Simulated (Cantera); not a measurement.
What does this Cantera script print?

```python
import numpy as np
import cantera as ct

gas_names = """
    O2 N2
""".split()
cond_names = """
    Zr(a) ZrN(s) ZrO2(a)
""".split()


def load(file, names, dense=False):
    # The tables refer to 1 bar. Condensed volumes are neglected.
    table = {s.name: s for s in ct.Species.list_from_file(file)}
    out = []
    for n in names:
        d = dict(table[n].input_data)
        d["thermo"] = dict(d["thermo"], **{"reference-pressure": 1e5})
        if dense:
            d["equation-of-state"] = {"model": "constant-volume", "density": "1e6 g/cm^3"}
        out.append(ct.Species.from_dict(d))
    return out


species = {s.name: s for s in load("nasa_gas.yaml", gas_names) + load("nasa_condensed.yaml", cond_names)}
T = 1050
g = {n: (s.thermo.h(T) - T * s.thermo.s(T)) / (ct.gas_constant * T * np.log(10)) for n, s in species.items()}
valid = cond_names  # the entries whose range holds T


def stable(la, lb):
    # potentials (over RT ln 10) of the two non-metals from log10 p(O2) and log10 p(N2) in bar
    mu = {}
    mu["O"] = (g["O2"] + la) / 2
    mu["N"] = (g["N2"] + lb) / 2
    cost = {}
    for n in valid:
        c = species[n].composition
        cost[n] = (g[n] - sum(c.get(e, 0) * m for e, m in mu.items())) / c["Zr"]
    return min(cost, key=cost.get)


results = []
for lb in [1, -0.3, -1.6, -2.9, -4.2, -5.5, -6.8, -8.2, -9.5, -10.8, -12.1, -13.4, -14.7, -16]:
    row = [stable(la, lb) for la in [-41, -39, -36.9, -34.8, -32.8, -30.8, -28.7, -26.6, -24.6, -22.6, -20.5, -18.5, -16.4, -14.4, -12.3, -10.3, -8.2, -6.2, -4.1, -2.1, 0]]
    results.append(row)
    print(f"{lb:6.1f}  " + " ".join(f"{valid.index(n):x}" for n in row))
print("key: " + ", ".join(f"{i:x} {n}" for i, n in enumerate(valid)))
```

Result:

```
   1.0  1 1 1 1 1 2 2 2 2 2 2 2 2 2 2 2 2 2 2 2 2
  -0.3  1 1 1 1 1 2 2 2 2 2 2 2 2 2 2 2 2 2 2 2 2
  -1.6  1 1 1 1 1 2 2 2 2 2 2 2 2 2 2 2 2 2 2 2 2
  -2.9  1 1 1 1 2 2 2 2 2 2 2 2 2 2 2 2 2 2 2 2 2
  -4.2  1 1 1 1 2 2 2 2 2 2 2 2 2 2 2 2 2 2 2 2 2
  -5.5  1 1 1 1 2 2 2 2 2 2 2 2 2 2 2 2 2 2 2 2 2
  -6.8  1 1 1 2 2 2 2 2 2 2 2 2 2 2 2 2 2 2 2 2 2
  -8.2  1 1 1 2 2 2 2 2 2 2 2 2 2 2 2 2 2 2 2 2 2
  -9.5  1 1 1 2 2 2 2 2 2 2 2 2 2 2 2 2 2 2 2 2 2
 -10.8  1 1 1 2 2 2 2 2 2 2 2 2 2 2 2 2 2 2 2 2 2
 -12.1  1 1 2 2 2 2 2 2 2 2 2 2 2 2 2 2 2 2 2 2 2
 -13.4  1 1 2 2 2 2 2 2 2 2 2 2 2 2 2 2 2 2 2 2 2
 -14.7  1 1 2 2 2 2 2 2 2 2 2 2 2 2 2 2 2 2 2 2 2
 -16.0  1 2 2 2 2 2 2 2 2 2 2 2 2 2 2 2 2 2 2 2 2
key: 0 Zr(a), 1 ZrN(s), 2 ZrO2(a)
```

Source: NASA polynomial tables (part measured, part estimated), evaluated in Cantera. ZrN: taken at fixed stoichiometry.
